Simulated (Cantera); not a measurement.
Input: 1 mol C₃H₈, 20 mol H₂, 0.79 mol N₂.

These are equilibrium values from Cantera (NASA tables, ideal gas, pure condensed phases), not measurements of a reactor. Candidate condensed phases: C, C₆H₆, C₇H₈, C₈H₁₈; 92 gas species. The ideal-gas law is rough above about 30 bar. The numbers say what is thermodynamically allowed, not how fast it happens.

Stable condensed phases, one row left out:

```
T in K \ P in Pa
               10       72      520     3700    27000   190000  1400000 10000000
   1998         A        A        A        A        A        A        A        A
   1898         A        A        A        A        A        A        A        A
   1798         A        A        A        A        A        A        A        A
   1698         A        A        A        A        A        A        A        A
   1598         A        A        A        A        A        A        A        A
   1498         A        A        A        A        A        A        A        B
   1398         A        A        A        A        A        A        A        B
   1298         A        A        A        A        A        A        A        B
   1098         A        A        A        A        A        A        B        B
```

A: C; B: gas only.

### Question
Give the row for 1198 K.

### Answer
10: C; 72: C; 520: C; 3700: C; 27000: C; 190000: C; 1400000: gas only; 10000000: gas only.
